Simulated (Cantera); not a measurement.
Feed: 1 mol B2O3, 2 mol N2, 8.9 mol H2, equilibrated at 2150 K and 19.0 Pa.

Equilibrium computed with Cantera from the NASA thermochemical tables; the gas is ideal and each condensed phase is pure. Candidate condensed phases: B, BN, B2O3, B3O3H3, H2O; 39 gas species. The numbers say what is thermodynamically allowed, not how fast it happens.

Base state: H2 0.494, H 0.215, N2 0.144, BO 0.0630, HBO2 0.0396, H2O 0.0155, B2O3 0.0132, HBO 0.0114 (mole fractions); condensed: gas only.

Q: What changes in the equilibrium state with this change: temperature from 2150 K to 1075 K?

A: 
```
species         before     after
------------  --------  --------
H2               0.494     0.816
N2               0.144     0.183
H2O             0.0155  0.000251
H                0.215   9.62e-7
BO              0.0630     <1e-9
B2O3            0.0132   4.93e-7
HBO             0.0114   5.68e-6
HBO2            0.0396  0.000129
BO2            0.00269     <1e-9
OH            0.000869     <1e-9
BN(s), mol           0   0.00227
B2O3(l), mol         0     0.998
```
N2 is the only nitrogen source here; it is nearly inert below about 1500 K, so the nitride shown seldom forms there in practice. Mutual solubility and eutectic melting of coexisting phases are not modelled.

Q: What changes in the equilibrium state with this change: temperature from 2150 K to 1648.15 K?

A: 
```
species    before    after
-------  --------  -------
H2          0.494    0.711
N2          0.144    0.167
B2O3       0.0132   0.0485
H           0.215  0.00546
BO         0.0630  0.00393
H2O        0.0155  0.00126
HBO        0.0114   0.0240
HBO2       0.0396   0.0338
O        0.000267  2.72e-9
NO        1.98e-5  3.52e-9
OH       0.000869  4.35e-7
```
